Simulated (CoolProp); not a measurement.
R115 along the isotherm 181.4 K: fugacity coefficient from the reference equation and from simpler models built on Tc = 353.1 K, pc = 3129 kPa, ω = 0.248; each cubic takes its own stable root.

Values from CoolProp's reference Helmholtz-energy equation of state, Lemmon 2016.

```tsv
p (kPa)	phase	reference
99	liquid	0.04309
176	liquid	0.02435
313	liquid	0.01380
556	liquid	0.007884
990	liquid	0.004543
1760	liquid	0.002675
3130	liquid	0.001632
5560	liquid	0.001061
```

Question: How far does each simpler model (van der Waals, Redlich-Kwong, Soave-Redlich-Kwong, Peng-Robinson) lie from the reference over these 8 states: mean and median of the absolute difference, and the worst?

Answer: 
- van der Waals: mean 2348.1 %, median 2289.4 %, worst +2723.8 % at 181.4 K and 5560 kPa
- Redlich-Kwong: mean 140.8 %, median 139.9 %, worst +145.2 % at 181.4 K and 5560 kPa
- Soave-Redlich-Kwong: mean 1.5 %, median 1.7 %, worst -2.0 % at 181.4 K and 99 kPa
- Peng-Robinson: mean 4.1 %, median 4.4 %, worst +4.6 % at 181.4 K and 99 kPa

At some of these states van der Waals gives the other phase, because its saturation line lies elsewhere.
